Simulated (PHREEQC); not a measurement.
Consider water at 25 °C with 0.14 mol KOH and 0.0048 mol CO2 per kg of water. Closed to the air; pH follows from the charge balance.

Equilibrium calculation in PHREEQC: ion-association model, phreeqc.dat.

Problem. The ionic strength comes out as 0.145 mol/kgw. What activity coefficients do CO3-2, OH-, K+, HCO3- get?

Solution. CO3-2 0.34, OH- 0.73, K+ 0.74, HCO3- 0.77.

No solid was allowed to form. Species that the database lacks are ignored.
